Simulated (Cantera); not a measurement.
What does this Cantera script print?

```python
import numpy as np
import cantera as ct

gas_names = """
    CL CLO CL2 H HCL HOCL HO2 H2 H2O H2O2 O OH O2 O3 Si SiCL SiCL2 SiCL3 SiCL4 SiH SiHCL3 SiH2 SiH2CL2
    SiH3 SiH3CL SiH4 SiO SiO2 Si2 Si3
""".split()
cond_names = """
    H2O(s) H2O(L) Si(cr) Si(L) SiO2(Lqz) SiO2(hqz) SiO2(L)
""".split()


def load(file, names, dense=False):
    # The tables refer to 1 bar. Condensed volumes are neglected.
    table = {s.name: s for s in ct.Species.list_from_file(file)}
    out = []
    for n in names:
        d = dict(table[n].input_data)
        d["thermo"] = dict(d["thermo"], **{"reference-pressure": 1e5})
        if dense:
            d["equation-of-state"] = {"model": "constant-volume", "density": "1e6 g/cm^3"}
        out.append(ct.Species.from_dict(d))
    return out


gas = ct.Solution(thermo="ideal-gas", species=load("nasa_gas.yaml", gas_names))
cond = {s.name: ct.Solution(thermo="fixed-stoichiometry", species=[s], name=s.name)
        for s in load("nasa_condensed.yaml", cond_names, dense=True)}
atoms = {
    'SiCl4': {'Si': 1, 'CL': 4},
    'H2O': {'H': 2, 'O': 1},
}
top_T = {}  # K; cautious upper limits of use, not melting points


def equilibrate(T, P, feed):
    n = {}
    for name, mol in feed.items():
        for a, k in atoms[name].items():
            n[a] = n.get(a, 0.0) + k * mol
    gas.TPX = T, P, n
    mass = sum(n.values()) * gas.mean_molecular_weight
    gas.equilibrate("TP")
    valid = [c for c in cond.values() if c.min_temp <= T <= top_T.get(c.name, c.max_temp)]
    mix = ct.Mixture([(gas, mass / gas.mean_molecular_weight)] + [(c, 0.0) for c in valid])
    mix.T, mix.P = T, P
    mix.equilibrate("TP", solver="vcs", rtol=1e-11, max_steps=5000)
    return mix


results = []
feed = {'SiCl4': 1, 'H2O': 7.3}  # mol
P = 13332.2  # Pa
for T in [800, 900, 1000, 1100, 1200, 1300, 1400, 1500, 1600, 1700, 1800, 1900, 2000, 2100]:
    mix = equilibrate(T, P, feed)
    results.append((T, P, feed, dict(zip(mix.species_names, mix.species_moles))))

top = {s: max(r[3][s] / sum(r[3][g] for g in gas_names) for r in results) for s in gas_names}
cols = sorted((s for s in top if top[s] > 1e-05), key=lambda s: -top[s])[:9]
seen = [c for c in cond_names if any(r[3].get(c, 0) > 1e-12 for r in results)]
print("log10 of partial pressures in bar; condensed amounts in mol")
print(f"{'T/K':>10s}" + "".join(f"{s[:9]:>10s}" for s in cols + seen))
for T, P, feed, n in results:
    ng = sum(n[g] for g in gas_names)
    print(f"{T:10.4g}" + "".join(f"{np.log10(max(n[s] / ng * P / 1e5, 1e-99)):10.3f}" for s in cols)
          + "".join(f"{n.get(c, 0):10.4g}" for c in seen))
```

It prints:

```
log10 of partial pressures in bar; condensed amounts in mol
       T/K       H2O       HCL        CL        H2        OH        O2         H         O       SiO SiO2(Lqz) SiO2(hqz)   SiO2(L)
       800    -1.119    -1.242    -8.900    -7.728   -12.288   -13.354   -15.402   -19.775   -32.147         1         0         0
       900    -1.119    -1.242    -7.671    -7.027   -10.566   -11.175   -13.446   -16.856   -27.413         0         1         0
      1000    -1.119    -1.242    -6.699    -6.436    -9.201    -9.484   -11.862   -14.545   -23.611         0         1         0
      1100    -1.119    -1.242    -5.923    -5.908    -8.104    -8.183   -10.541   -12.694   -20.467         0         1         0
      1200    -1.119    -1.242    -5.299    -5.419    -7.212    -7.192    -9.414   -11.197   -17.807         0         1         0
      1300    -1.119    -1.242    -4.788    -4.967    -6.476    -6.428    -8.440    -9.966   -15.525         0         1         0
      1400    -1.119    -1.242    -4.362    -4.555    -5.856    -5.818    -7.591    -8.933   -13.551         0         1         0
      1500    -1.120    -1.243    -3.998    -4.185    -5.326    -5.315    -6.847    -8.049   -11.832         0         1         0
      1600    -1.120    -1.244    -3.683    -3.854    -4.865    -4.888    -6.192    -7.282   -10.325         0         1         0
      1700    -1.121    -1.245    -3.407    -3.558    -4.460    -4.520    -5.611    -6.609    -8.996         0         0         1
      1800    -1.122    -1.248    -3.165    -3.292    -4.102    -4.198    -5.092    -6.014    -7.829         0         0         1
      1900    -1.124    -1.253    -2.949    -3.053    -3.784    -3.913    -4.627    -5.482    -6.787         0         0         1
      2000    -1.128    -1.259    -2.757    -2.838    -3.499    -3.661    -4.208    -5.005    -5.852         0         0    0.9999
      2100    -1.134    -1.269    -2.586    -2.644    -3.242    -3.434    -3.829    -4.574    -5.009         0         0    0.9992
```

Cantera equilibrium calculation (NASA polynomials, part measured and part estimated; ideal gas, pure solids and liquids). The tables hold silica as quartz up to 1696 K and as liquid above; real silica turns to tridymite and cristobalite and melts near 1996 K. Gases not in the tables: Si(OH)4.
